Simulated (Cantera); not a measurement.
Carbon deposition, reforming and gasification: C2H2 + H2

Feed: 1 mol C2H2, 9.1 mol H2, held at 72000 Pa.

These are equilibrium values from Cantera (NASA tables, ideal gas, pure condensed phases), not measurements of a reactor. Candidate condensed phases: C, C6H6, C7H8, C8H18; 76 gas species. Kinetics and transport are ignored.

| T (K) | log p H2 | log p CH4 | log p H | log p C2H2 (acetylene) | n C(graphite) |
|---|---|---|---|---|---|
| 625 | -0.27 | -0.75 | <-12 | <-12 | 0 |
| 775 | -0.27 | -0.75 | -12.14 | <-12 | 0 |
| 925 | -0.20 | -1.05 | -9.68 | -10.10 | 0.877 |
| 1075 | -0.16 | -1.66 | -7.91 | -8.28 | 1.70 |
| 1225 | -0.15 | -2.18 | -6.58 | -6.94 | 1.91 |
| 1375 | -0.14 | -2.59 | -5.54 | -5.89 | 1.96 |
| 1525 | -0.14 | -2.93 | -4.70 | -5.06 | 1.98 |
| 1675 | -0.14 | -3.21 | -4.01 | -4.38 | 1.99 |
| 1825 | -0.14 | -3.44 | -3.43 | -3.81 | 1.99 |
| 1975 | -0.14 | -3.63 | -2.94 | -3.33 | 1.98 |
| 2125 | -0.15 | -3.80 | -2.51 | -2.92 | 1.96 |
log p: log10 of the partial pressure in bar; n: condensed amount in mol.

From 625 K to 775 K nothing is condensed. From 925 K to 2125 K the condensed part is C(graphite). The main C-bearing gas is CH4 at 625 K and C2H2 (acetylene) at 2125 K.
